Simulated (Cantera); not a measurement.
## Counterflow diffusion flame

A counterflow diffusion flame at 760 Torr, nozzles 20 mm apart: fuel side CH4 : CO : N2 = 1 : 0.64 : 1.4 (molar parts) at 475 K, oxidiser side O2 : N2 = 0.27 : 0.73 (molar parts) at 400 K, fuel mass flux 0.91 times the oxidiser's; mixture-averaged transport, no radiation.

Detailed kinetics in Cantera: GRI-Mech 3.0 (53 species, 325 reactions). GRI-Mech 3.0 has no aromatics or soot, which form on the fuel side of real flames. The maximum strain rate includes the flame's own expansion and is several times the mean.

```csv
oxidiser flux (kg/m²/s),max strain (1/s),mean strain (1/s),T max (K),peak x OH,peak x H,peak x NO,peak x CO,peak x C2H2
0.25,151,32.5,2172,0.00897,0.00394,0.000337,0.211,0.00792
0.34,199,44.2,2156,0.00906,0.00418,0.000314,0.211,0.00761
0.46,261,59.8,2140,0.00907,0.00439,0.000290,0.211,0.00731
0.62,343,80.6,2124,0.00906,0.00461,0.000265,0.211,0.00701
0.84,453,109,2107,0.00898,0.00482,0.000239,0.211,0.00670
1.1,582,143,2093,0.00893,0.00501,0.000215,0.211,0.00644
1.5,778,195,2075,0.00881,0.00520,0.000187,0.211,0.00610
2.1,1070,273,2052,0.00855,0.00535,0.000153,0.211,0.00560
```
x: mole fraction; the columns are a selection and need not sum to one.
